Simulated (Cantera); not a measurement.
A diamond (100) surface in a fixed gas of H2 with x(CH4) = 0.004, x(CH3) = 0.00062, at 1000 K, 24.8 Torr; coverages are run to steady state.

Detailed kinetics in Cantera: the Harris–Goodwin 1993 mechanism for the reconstructed diamond (100) surface.

One state of this run: growth (µm/h) = 3.55; θ c6HH = 0.392; θ c6H* = 0.0114; θ c6*H = 0.233; θ c6** = 0.00393; θ c6HM = 0.262. θ: site fractions in the mechanism's names (c6HH fully hydrogenated, c6H* and c6*H radical sites, c6** diradical, c6HM methylated).

Task: Which value of x(H) does it belong to?
A. 0.00042
B. 0.0018
C. 0.0002
D. 0.015

Result: A, 0.00042
